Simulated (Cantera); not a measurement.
Feed: 1 mol C3H6, 0.039 mol H2O, 3.4 mol N2, 0.00024 mol NH3, at 5.50 mbar.

Method: chemical equilibrium by Gibbs-energy minimisation in Cantera with the NASA 1993 tables (ideal gas, pure condensed phases). Candidate condensed phases: C, C6H6, C7H8, C8H18, H2O; 136 gas species. Rates play no part.

x: gas mole fraction; n: condensed amount in mol.

```tsv
T (°C)	x N2	x H	x H2	x HCN	x C3	x CN	x CO	n C(graphite)
1252	0.524	0.000218	0.469	0.000623	<1e-12	1.58e-9	0.00602	2.96
1452	0.523	(withheld)	0.467	(withheld)	(withheld)	(withheld)	0.00601	2.95
1652	0.520	(withheld)	0.460	(withheld)	(withheld)	(withheld)	0.00599	2.92
1852	0.510	0.0324	0.439	0.0111	9.10e-8	2.52e-5	0.00592	2.87
2052	0.490	0.0925	0.389	0.0193	4.80e-6	0.000203	0.00574	2.79
2252	0.454	0.206	0.298	0.0277	0.000133	0.00115	0.00539	2.67
2452	0.407	0.357	0.180	0.0321	0.00222	0.00492	0.00491	2.47
2652	0.353	0.473	0.0790	0.0292	0.0250	0.0168	0.00434	1.58
```

Question: What belongs in the gaps?

Answer: 
- 1652, x H: 0.00874
- 1652, x HCN: 0.00530
- 1652, x C3: 7.38e-10
- 1652, x CN: 1.98e-6
- 1452, x H: 0.00171
- 1452, x HCN: 0.00207
- 1452, x C3: 1.90e-12
- 1452, x CN: 8.52e-8
